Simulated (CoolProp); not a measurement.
n-hexane at 478.8 K and 0.458 MPa is compressed adiabatically to 1.69 MPa with isentropic efficiency 0.7. Each further row changes one setting.

The numbers come from the reference Helmholtz-energy equation of state, Thol 2019 in CoolProp.

```
case             work (kJ/kg)  final temperature (K)  final density (kg/m³)
---------------  ------------  ---------------------  ---------------------
as stated                77.4                  519.8                   42.4
efficiency 1             54.2                  511.7                   44.0
efficiency 0.65          83.3                  521.9                   42.1
```
